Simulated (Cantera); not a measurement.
Input: 1 mol SiC, 0.031 mol H₂O, 500 mol H₂, equilibrated at 1100 °C and 488 Torr.

Cantera equilibrium calculation (NASA polynomials, part measured and part estimated; ideal gas, pure solids and liquids). Candidate condensed phases: C, C₆H₆, C₇H₈, C₈H₁₈, H₂O, Si, SiC, SiO₂; 123 gas species. Mutual solubility and eutectic melting of coexisting phases are not modelled. The tables hold silica as quartz up to 1696 K and as liquid above; real silica turns to tridymite and cristobalite and melts near 1996 K. Equilibrium is a limit: real reactors are often held back by kinetics, nucleation or transport.

Base state: H₂ 1.000, CH₄ 4.11e-5, SiO 3.68e-5 (mole fractions); condensed: SiC(s) + SiO₂(β-quartz).

Problem. What changes in the equilibrium state with this change: temperature from 1100 °C to 1775 °C?

Solution. 
```json
[
 {"species": "H₂", "before": "1.000", "after": "0.997"},
 {"species": "H", "before": "4.13e-6", "after": "0.00278"},
 {"species": "SiH₂", "before": "8.46e-8", "after": "5.49e-5"},
 {"species": "Si", "before": "<1e-9", "after": "4.62e-5"},
 {"species": "C₂H₂ (acetylene)", "before": "<1e-9", "after": "2.82e-5"},
 {"species": "SiC(s), mol", "before": "0.977", "after": "0.927"},
 {"species": "SiO₂(β-quartz), mol", "before": "0.00466", "after": "0"}
]
```
Gases not in the tables: Si₂H₆ and higher silanes.
